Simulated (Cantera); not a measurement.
Input (Python, Cantera) and output of one run.

```python
import numpy as np
import cantera as ct

gas_names = """
    O2 CO2 AL2O SiO
""".split()
cond_names = """
    C(gr) AL(cr) AL(L) Si(cr) Si(L) Ti(a) Ti(b) Ti(L) Ti3O5(a) Ti3O5(b) Ti3O5(L)
""".split()


# ... load() reads the species with a 1 bar reference pressure and builds the phases ...
species = {s.name: s for s in load("nasa_gas.yaml", gas_names) + load("nasa_condensed.yaml", cond_names)}
# Each term lists the table entries of one substance; the one whose range holds T is used.
reactions = {
    'C + O2(g) = CO2(g)':
        [(-1, ['C(gr)']), (-1, ['O2']), (1, ['CO2'])],
    '4 Al + O2(g) = 2 Al2O(g)':
        [(-4, ['AL(cr)', 'AL(L)']), (-1, ['O2']), (2, ['AL2O'])],
    '2 Si + O2(g) = 2 SiO(g)':
        [(-2, ['Si(cr)', 'Si(L)']), (-1, ['O2']), (2, ['SiO'])],
    '1.2 Ti + O2(g) = 0.4 Ti3O5':
        [(-1.2, ['Ti(a)', 'Ti(b)', 'Ti(L)']), (-1, ['O2']), (0.4, ['Ti3O5(a)', 'Ti3O5(b)', 'Ti3O5(L)'])],
}


def pick(names, T):
    return next(species[n] for n in names if species[n].thermo.min_temp <= T <= species[n].thermo.max_temp)


results = []
for label, terms in reactions.items():
    print(label)
    print("     T/K   dH/kJ  dS/(J/K)   dG/kJ   log10 K")
    for T in [575, 650, 725, 800, 875, 950, 1025, 1100, 1175]:
        used = [(nu, pick(names, T)) for nu, names in terms]
        dH = sum(nu * s.thermo.h(T) for nu, s in used) / 1e6
        dS = sum(nu * s.thermo.s(T) for nu, s in used) / 1e3
        dG = dH - T * dS / 1e3
        logK = -dG * 1e6 / (ct.gas_constant * T * np.log(10))
        results.append((label, T, dH, dS, dG, logK, [s.name for _, s in used]))
        print(f"{T:8g} {dH:8.1f} {dS:8.1f} {dG:8.1f} {logK:8.2f}")
```

Result:

```
C + O2(g) = CO2(g)
     T/K   dH/kJ  dS/(J/K)   dG/kJ   log10 K
     575   -393.8      2.3   -395.1    35.89
     650   -393.9      2.1   -395.3    31.76
     725   -394.0      1.9   -395.4    28.49
     800   -394.2      1.7   -395.6    25.83
     875   -394.3      1.5   -395.7    23.62
     950   -394.5      1.4   -395.8    21.76
    1025   -394.7      1.2   -395.9    20.17
    1100   -394.8      1.0   -396.0    18.80
    1175   -395.0      0.9   -396.0    17.61
4 Al + O2(g) = 2 Al2O(g)
     T/K   dH/kJ  dS/(J/K)   dG/kJ   log10 K
     575   -297.0    170.7   -395.2    35.90
     650   -299.1    167.3   -407.8    32.77
     725   -301.4    163.9   -420.3    30.28
     800   -304.1    160.4   -432.4    28.23
     875   -307.2    156.7   -444.3    26.52
     950   -353.4    107.1   -455.2    25.03
    1025   -356.5    104.0   -463.1    23.60
    1100   -359.5    101.2   -470.8    22.35
    1175   -362.5     98.5   -478.3    21.26
2 Si + O2(g) = 2 SiO(g)
     T/K   dH/kJ  dS/(J/K)   dG/kJ   log10 K
     575   -204.3    172.3   -303.4    27.56
     650   -205.4    170.5   -316.2    25.41
     725   -206.5    168.9   -329.0    23.70
     800   -207.6    167.5   -341.6    22.30
     875   -208.8    166.1   -354.1    21.14
     950   -210.0    164.7   -366.5    20.15
    1025   -211.2    163.5   -378.8    19.30
    1100   -212.5    162.3   -391.0    18.57
    1175   -213.8    161.1   -403.2    17.92
1.2 Ti + O2(g) = 0.4 Ti3O5
     T/K   dH/kJ  dS/(J/K)   dG/kJ   log10 K
     575   -975.8   -172.6   -876.6    79.63
     650   -975.1   -171.4   -863.7    69.40
     725   -974.4   -170.4   -850.9    61.30
     800   -973.7   -169.4   -838.1    54.72
     875   -972.9   -168.6   -825.4    49.27
     950   -972.2   -167.8   -812.8    44.69
    1025   -971.5   -167.1   -800.3    40.78
    1100   -971.0   -166.6   -787.8    37.41
    1175   -975.2   -170.2   -775.2    34.46
```

Cantera with NASA thermochemical tables; ideal gases at 1 bar, condensed phases pure. Condensed species are held in their standard states even where they would react or evaporate.
